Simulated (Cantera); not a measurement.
An adiabatic, constant-volume homogeneous reactor starts with C2H4 : O2 : N2 : H2O = 1 : 2 : 7.52 : 0.58 (molar parts), equivalence ratio 1.5, at 1398 K and 3830 Torr. Integrator tolerance rtol = 1e-08.

Cantera simulation using GRI-Mech 3.0 (53 species, 325 reactions); the numbers are that mechanism's predictions, not measurements. GRI-Mech 3.0 was tuned for natural gas; its chemistry of ethylene as a main component is partial and can be far from experiment. Above 3000 K some thermodynamic fits are extrapolated.

```json
[
 {"quantity": "time of steepest temperature rise", "before": "17.4 µs", "after": "23.0 µs"},
 {"quantity": "temperature at 0.100 s", "before": "3113 K", "after": "3104 K"},
 {"quantity": "equilibrium temperature", "before": "3113 K", "after": "3104 K"},
 {"quantity": "x(C2H4) at 0.100 s", "before": "<1e-12 (gas-phase equilibrium <1e-12)", "after": "<1e-12 (gas-phase equilibrium <1e-12)"},
 {"quantity": "x(O2) at 0.100 s", "before": "0.00235 (gas-phase equilibrium 0.00235)", "after": "0.00223 (gas-phase equilibrium 0.00223)"},
 {"quantity": "x(H2O) at 0.100 s", "before": "0.141 (gas-phase equilibrium 0.141)", "after": "0.142 (gas-phase equilibrium 0.142)"},
 {"quantity": "x(HCO) at 0.100 s", "before": "1.50e-6 (gas-phase equilibrium 1.50e-6)", "after": "1.48e-6 (gas-phase equilibrium 1.48e-6)"},
 {"quantity": "x(NO2) at 0.100 s", "before": "1.02e-6 (gas-phase equilibrium 1.02e-6)", "after": "9.71e-7 (gas-phase equilibrium 9.71e-7)"},
 {"quantity": "x(H2O2) at 0.100 s", "before": "4.97e-7 (gas-phase equilibrium 4.97e-7)", "after": "4.84e-7 (gas-phase equilibrium 4.84e-7)"}
]
```

Task: Which change was made?
(A) initial temperature 1398 to 1375 K
(B) initial temperature 1398 to 1250 K
(C) initial temperature 1398 to 1425 K
(D) initial temperature 1398 to 1050 K

Result: A, initial temperature 1398 to 1375 K
